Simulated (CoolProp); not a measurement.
Values from CoolProp's reference Helmholtz-energy equation of state, de Reuck 1990.

**Question.** Give the vapour pressure (bar), liquid density (kg/m³), vapour density (kg/m³), liquid cp (kJ/(kg K)) of saturated fluorine at -166.45, -155.45, -148.15 °C.

**Answer.** 
```tsv
T (°C)	p (bar)	liquid density (kg/m³)	vapour density (kg/m³)	liquid cp (kJ/(kg K))
-166.45	7.09	1330	34.8	1.64
-155.45	14.3	1230	69.9	1.80
-148.15	21.4	1150	107	2.02
```
